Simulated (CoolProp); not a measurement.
A single-stage vapour-compression cycle with the fluid: evaporating at 263.15 K (dew point), condensing at 318.15 K (bubble point), superheat 2 K, subcooling 2 K, compressor efficiency 0.6, no pressure losses. The same conditions are run with several fluids, on thermodynamics alone (safety and materials aside).

Model: reference Helmholtz-energy equation of state of each fluid (R227EA: Lemmon 2016; hydrogen sulfide: Lemmon 2006; n-butane: Bücker 2006; dimethyl ether: Wu 2011; ammonia: Gao 2020; vinyl chloride: Thol 2022), in CoolProp.

Rank R227EA, hydrogen sulfide, n-butane, dimethyl ether, ammonia, vinyl chloride by cooling COP, highest first.

vinyl chloride (2.40), dimethyl ether (2.32), ammonia (2.30), n-butane (2.28), hydrogen sulfide (2.19), R227EA (1.91)

| fluid | pressure ratio | discharge temperature (K) | refrigerating effect (kJ/kg) | volumetric capacity (kJ/m³) |
|---|---|---|---|---|
| R227EA | 6.08 | 321.6 | 69.0 | 747 |
| hydrogen sulfide | 4.20 | 436.1 | 365 | 4720 |
| n-butane | 6.24 | 340.1 | 270 | 510 |
| dimethyl ether | 5.46 | 366.9 | 323 | 1320 |
| ammonia | 6.13 | 471.6 | 1050 | 2490 |
| vinyl chloride | 5.81 | 394.8 | 273 | 948 |
